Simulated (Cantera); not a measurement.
Cantera run, input and output.

```python
import numpy as np
import cantera as ct

gas = ct.Solution("gri30.yaml")
gas.TPX = 425, 13332, {'CH4': 1, 'O2': 2.63, 'N2': 9.89, 'CO2': 1.2, 'H2': 0.024}
flame = ct.FreeFlame(gas, width=0.16)
flame.set_refine_criteria(ratio=3, slope=0.08, curve=0.16)
flame.transport_model = "mixture-averaged"
flame.solve(loglevel=0, auto=True)
z, T = flame.grid, flame.T
thick = (T[-1] - T[0]) / np.gradient(T, z).max()
show = ['CH4', 'O2', 'CO2', 'CH2CO', 'CH2', 'C2H']
print(f"laminar burning velocity  {flame.velocity[0] * 100:.3f} cm/s")
print(f"burnt temperature         {T[-1]:.1f} K")
print(f"thermal thickness         {thick * 1e3:.4f} mm")
print(f"grid points               {len(z)}")
z0 = z[flame.heat_release_rate.argmax()]
print(f"{'z/mm':>9s}{'T/K':>9s}{'u/(m/s)':>9s}" + "".join(f"{s:>11s}" for s in show))
rows = []
for k in (-3, -2, -1.5, -1, -0.5, -0.25, 0, 0.25, 0.5, 1, 2, 4, 8):
    zz = z0 + k * thick
    rows.append([k * thick, np.interp(zz, z, T), np.interp(zz, z, flame.velocity),
                 *(np.interp(zz, z, flame.X[gas.species_index(s)]) for s in show)])
    print(f"{rows[-1][0] * 1e3:9.3f}{rows[-1][1]:9.1f}{rows[-1][2]:9.3f}" + "".join(f"{x:11.3e}" for x in rows[-1][3:]))
```

It prints:

```
laminar burning velocity  53.744 cm/s
burnt temperature         1862.2 K
thermal thickness         3.2058 mm
grid points               150
     z/mm      T/K  u/(m/s)        CH4         O2        CO2      CH2CO        CH2        C2H
   -9.618    425.1    0.538  6.779e-02  1.783e-01  8.136e-02  8.445e-12  1.835e-18  4.302e-29
   -6.412    426.0    0.539  6.766e-02  1.781e-01  8.129e-02  2.631e-10  3.992e-15  1.552e-25
   -4.809    430.2    0.545  6.729e-02  1.777e-01  8.121e-02  2.302e-09  2.991e-13  1.803e-23
   -3.206    467.8    0.595  6.481e-02  1.748e-01  8.110e-02  5.132e-08  2.157e-10  6.262e-20
   -1.603    756.9    0.972  4.778e-02  1.516e-01  8.310e-02  2.335e-06  1.016e-07  3.190e-14
   -0.801   1080.1    1.396  2.744e-02  1.209e-01  8.835e-02  1.341e-05  2.544e-06  2.963e-11
    0.000   1396.8    1.815  7.098e-03  8.387e-02  9.814e-02  2.134e-05  1.262e-05  2.552e-09
    0.801   1520.1    1.974  6.037e-04  6.314e-02  1.091e-01  2.983e-06  2.358e-06  1.247e-09
    1.603   1551.9    2.010  2.724e-05  5.631e-02  1.171e-01  8.498e-08  1.204e-07  3.131e-11
    3.206   1586.6    2.047  9.658e-08  5.253e-02  1.251e-01  1.168e-10  4.998e-10  2.716e-14
    6.412   1632.3    2.099  1.339e-11  5.035e-02  1.299e-01  6.859e-15  9.196e-14  7.216e-19
   12.823   1688.4    2.163  2.904e-18  4.849e-02  1.332e-01  2.489e-21  7.261e-19  1.178e-26
   25.647   1746.7    2.229  1.108e-19  4.649e-02  1.372e-01  3.451e-22  1.416e-19  4.485e-28
```

Cantera simulation using GRI-Mech 3.0 (53 species, 325 reactions); the numbers are that mechanism's predictions, not measurements. Burning velocities carry a grid error of a few per cent, more on coarse grids.
